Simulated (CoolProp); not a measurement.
Properties of octamethyltrisiloxane (MDM) along the isobar 0.101 MPa (Tc = 292.2 °C, pc = 1.438 MPa, ω = 0.528).

The numbers come from the reference Helmholtz-energy equation of state, Thol 2017 in CoolProp.

```json
[
 {"T (°C)": "-14.75", "phase": "liquid", "cp (kJ/(kg K))": "1.702", "speed of sound (m/s)": "1056", "Joule-Thomson coefficient (K/MPa)": "-0.4838", "isothermal compressibility (1/MPa)": "0.001281", "fugacity coefficient": "0.0002207"},
 {"T (°C)": "-5.75", "phase": "liquid", "cp (kJ/(kg K))": "1.719", "speed of sound (m/s)": "1024", "Joule-Thomson coefficient (K/MPa)": "-0.4742", "isothermal compressibility (1/MPa)": "0.001375", "fugacity coefficient": "0.0004956"},
 {"T (°C)": "3.35", "phase": "liquid", "cp (kJ/(kg K))": "1.736", "speed of sound (m/s)": "992.3", "Joule-Thomson coefficient (K/MPa)": "-0.4637", "isothermal compressibility (1/MPa)": "0.001478", "fugacity coefficient": "0.001051"},
 {"T (°C)": "12.35", "phase": "liquid", "cp (kJ/(kg K))": "1.755", "speed of sound (m/s)": "960.8", "Joule-Thomson coefficient (K/MPa)": "-0.4526", "isothermal compressibility (1/MPa)": "0.001591", "fugacity coefficient": "0.002084"},
 {"T (°C)": "21.45", "phase": "liquid", "cp (kJ/(kg K))": "1.775", "speed of sound (m/s)": "929.3", "Joule-Thomson coefficient (K/MPa)": "-0.4407", "isothermal compressibility (1/MPa)": "0.001716", "fugacity coefficient": "0.003947"},
 {"T (°C)": "30.45", "phase": "liquid", "cp (kJ/(kg K))": "1.795", "speed of sound (m/s)": "898.4", "Joule-Thomson coefficient (K/MPa)": "-0.4282", "isothermal compressibility (1/MPa)": "0.001852", "fugacity coefficient": "0.007076"},
 {"T (°C)": "39.55", "phase": "liquid", "cp (kJ/(kg K))": "1.817", "speed of sound (m/s)": "867.5", "Joule-Thomson coefficient (K/MPa)": "-0.4149", "isothermal compressibility (1/MPa)": "0.002005", "fugacity coefficient": "0.01222"},
 {"T (°C)": "48.55", "phase": "liquid", "cp (kJ/(kg K))": "1.839", "speed of sound (m/s)": "837.1", "Joule-Thomson coefficient (K/MPa)": "-0.4010", "isothermal compressibility (1/MPa)": "0.002173", "fugacity coefficient": "0.02017"}
]
```
